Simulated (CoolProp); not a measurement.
The fluid at 293.15 K and 13.6 MPa is throttled through a valve to 6.53 MPa with no heat exchange. The same conditions are run with several fluids, on thermodynamics alone (safety and materials aside).

Values from CoolProp's reference Helmholtz-energy equation of state of each fluid (n-perfluorohexane: Gao 2022; dodecamethylcyclohexasiloxane (D6): Colonna 2008; propyne: Polt 1992; R134a: Tillner-Roth 1994; m-xylene: Zhou 2012). The equations of Platzer and Polt are older, rougher fits.

```json
[
 {"fluid": "n-perfluorohexane", "temperature change (K)": "+2.2", "final density (kg/m³)": "1710"},
 {"fluid": "dodecamethylcyclohexasiloxane (D6)", "temperature change (K)": "+3.2", "final density (kg/m³)": "985"},
 {"fluid": "propyne", "temperature change (K)": "+1.6", "final density (kg/m³)": "626"},
 {"fluid": "R134a", "temperature change (K)": "+1.2", "final density (kg/m³)": "1250"},
 {"fluid": "m-xylene", "temperature change (K)": "+3.5", "final density (kg/m³)": "866"}
]
```
